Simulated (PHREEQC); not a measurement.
Consider water at 20 °C with 82 mmol/kgw HF and 72 mmol/kgw NaF. Closed to the air; pH follows from the charge balance.

Computed with PHREEQC (ion-association model, phreeqc.dat).

Each row changes one thing in this solution. This is a speciation only: nothing precipitates in the calculation.

```csv
case,pH,ionic strength (mol/kgw),HF (mol/kgw),F- (mol/kgw),HF2- (mol/kgw),NaF (mol/kgw)
as made,2.96,0.0718,0.0666,0.0577,0.0141,0.00146
temperature from 20 to 75 °C,[?],0.0711,0.0658,0.0554,0.0158,0.00134
HF from 0.082 to 0.0738 mol/kgw,3.02,0.0717,[?],0.0587,0.0129,0.00149
NaF replaced by NaHSO4 at the same molality,1.51,0.138,0.0779,0.00256,0.000731,5.55e-5
temperature from 20 to 35 °C,3.08,[?],0.0658,0.0564,0.0152,[?]
diluted 100-fold with water,3.48,[?],0.000471,0.00106,1.85e-6,4.10e-7
NaF replaced by Na2SO4 at the same molality,2.28,0.192,0.0629,0.0128,0.00293,0.000501
```

**Question.** What belongs in the gaps?

**Answer.** 
- temperature from 20 to 75 °C, pH: 3.40
- HF from 0.082 to 0.0738 mol/kgw, HF (mol/kgw): 0.0598
- temperature from 20 to 35 °C, ionic strength (mol/kgw): 0.0716
- temperature from 20 to 35 °C, NaF (mol/kgw): 0.00141
- diluted 100-fold with water, ionic strength (mol/kgw): 0.00107

Away from 25 °C the constants follow the database's enthalpies or fits; those with neither stay at their 25 °C values.
